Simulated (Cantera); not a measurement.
A Cantera script and what it prints.

```python
import numpy as np
import cantera as ct

gas_names = [...]  # 113 gases of nasa_gas.yaml made of C, H, O, Ti
cond_names = """
    C(gr) C6H6(L) C7H8(L) C8H18(L),n-octa H2O(s) H2O(L) Ti(a) Ti(b) Ti(L) TiC(s) TiC(L) TiO(a) TiO(b)
    TiO(L) TiO2(ru) TiO2(L) Ti2O3(a) Ti2O3(b) Ti2O3(L) Ti3O5(a) Ti3O5(b) Ti3O5(L) Ti4O7(s) Ti4O7(L)
""".split()


# ... load() reads the species with a 1 bar reference pressure and builds the phases ...
atoms = {
    'TiO2': {'Ti': 1, 'O': 2},
    'CO': {'C': 1, 'O': 1},
    'H2': {'H': 2},
}
top_T = {'C(gr)': 4500}  # K; cautious upper limits of use, not melting points


# ... equilibrate(T, P, feed) seeds the gas with the atoms and calls Mixture.equilibrate('TP', solver="vcs", rtol=1e-11, max_steps=5000) ...
results = []
feed = {'TiO2': 1, 'CO': 11, 'H2': 1.8}  # mol
P = 15000  # Pa
for T in [1448, 1548, 1648, 1748, 1848, 1948, 2048, 2148, 2248, 2348, 2448, 2548]:
    mix = equilibrate(T, P, feed)
    results.append((T, P, feed, dict(zip(mix.species_names, mix.species_moles))))
    x = sorted(zip(gas.X, gas.species_names), reverse=True)
    print(f"T = {T:g} K  P = {P:g} Pa  gas = {mix.phase_moles(0):.4g} mol")
    print("   x: " + "  ".join(f"{s} {v:.3e}" for v, s in x if v > 0.001))
    print("   condensed (mol): " + ("  ".join(f"{mix.phase(i).name} {mix.phase_moles(i):.4g}"
          for i in range(1, mix.n_phases) if mix.phase_moles(i) > 1e-12) or "none"))
```

Result:

```
T = 1448 K  P = 15000 Pa  gas = 12.8 mol
   x: CO 8.555e-01  H2 1.391e-01  CO2 3.899e-03  H2O 1.503e-03
   condensed (mol): TiO2(ru) 0.7234  Ti4O7(s) 0.06914
T = 1548 K  P = 15000 Pa  gas = 12.8 mol
   x: CO 8.525e-01  H2 1.375e-01  CO2 6.902e-03  H2O 3.104e-03
   condensed (mol): TiO2(ru) 0.4877  Ti4O7(s) 0.1281
T = 1648 K  P = 15000 Pa  gas = 12.8 mol
   x: CO 8.478e-01  H2 1.347e-01  CO2 1.149e-02  H2O 5.852e-03
   condensed (mol): TiO2(ru) 0.1119  Ti4O7(s) 0.222
T = 1748 K  P = 15000 Pa  gas = 12.8 mol
   x: CO 8.468e-01  H2 1.334e-01  CO2 1.245e-02  H2O 7.083e-03
   condensed (mol): Ti4O7(s) 0.25
T = 1848 K  P = 15000 Pa  gas = 12.8 mol
   x: CO 8.472e-01  H2 1.328e-01  CO2 1.199e-02  H2O 7.535e-03
   condensed (mol): Ti4O7(s) 0.25
T = 1948 K  P = 15000 Pa  gas = 12.81 mol
   x: CO 8.434e-01  H2 1.295e-01  CO2 1.554e-02  H2O 1.048e-02  H 1.050e-03
   condensed (mol): Ti3O5(b) 0.3333
T = 2048 K  P = 15000 Pa  gas = 12.81 mol
   x: CO 8.472e-01  H2 1.312e-01  CO2 1.123e-02  H2O 8.269e-03  H 2.094e-03
   condensed (mol): Ti4O7(L) 0.25
T = 2148 K  P = 15000 Pa  gas = 12.83 mol
   x: CO 8.468e-01  H2 1.298e-01  CO2 1.091e-02  H2O 8.546e-03  H 3.878e-03
   condensed (mol): Ti4O7(L) 0.25
T = 2248 K  P = 15000 Pa  gas = 12.84 mol
   x: CO 8.458e-01  H2 1.280e-01  CO2 1.064e-02  H2O 8.754e-03  H 6.785e-03
   condensed (mol): Ti4O7(L) 0.2499
T = 2348 K  P = 15000 Pa  gas = 12.87 mol
   x: CO 8.404e-01  H2 1.224e-01  CO2 1.397e-02  H2O 1.171e-02  H 1.116e-02
   condensed (mol): Ti3O5(L) 0.3328
T = 2448 K  P = 15000 Pa  gas = 12.92 mol
   x: CO 8.376e-01  H2 1.186e-01  H 1.770e-02  CO2 1.369e-02  H2O 1.172e-02
   condensed (mol): Ti3O5(L) 0.3317
T = 2548 K  P = 15000 Pa  gas = 12.99 mol
   x: CO 8.332e-01  H2 1.133e-01  H 2.687e-02  CO2 1.342e-02  H2O 1.155e-02
   condensed (mol): Ti3O5(L) 0.329
```

Cantera equilibrium calculation (NASA polynomials, part measured and part estimated; ideal gas, pure solids and liquids). Mutual solubility and eutectic melting of coexisting phases are not modelled. Condensed phases not in the tables: Magnéli phases beyond Ti4O7.
